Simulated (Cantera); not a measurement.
Input: 1 mol CH3F, 1.9 mol F2, a varied amount of H2, 0.089 mol HCl, at 1525 K and 133 Pa.

Method: chemical equilibrium by Gibbs-energy minimisation in Cantera with the NASA 1993 tables (ideal gas, pure condensed phases). Candidate condensed phases: C, C6H6, C7H8, C8H18; 118 gas species. Gases not in the tables: C2F6 and larger saturated fluorocarbons. Equilibrium is a limit: real reactors are often held back by kinetics, nucleation or transport.

x: gas mole fraction; n: condensed amount in mol.

```
n(H2) (mol)   x HF     x H2   x CF4     x Cl    x HCl       x H     x CF2  n C(graphite)
-----------  -----  -------  ------  -------  -------  --------  --------  -------------
0.45         0.931  9.71e-9  0.0480   0.0174  0.00329   6.39e-8         …          0.793
2.4          0.751    0.235  <1e-12  1.49e-5   0.0139  0.000314         …          1.000
4.4          0.572    0.417  <1e-12  8.53e-6   0.0106  0.000418         …          1.000
6.3          0.466    0.524  <1e-12  6.20e-6  0.00864  0.000469         …          1.000
8.3          0.390    0.602  <1e-12  4.85e-6  0.00724  0.000503  1.05e-12          1.000
10           0.343    0.650  <1e-12  4.10e-6  0.00636  0.000522    <1e-12          1.000
12           0.300    0.694  <1e-12  3.47e-6  0.00556  0.000540    <1e-12          1.000
```

Fill in the missing entries.


- 0.45, x CF2: 0.000370
- 2.4, x CF2: 9.99e-12
- 4.4, x CF2: 3.26e-12
- 6.3, x CF2: 1.72e-12
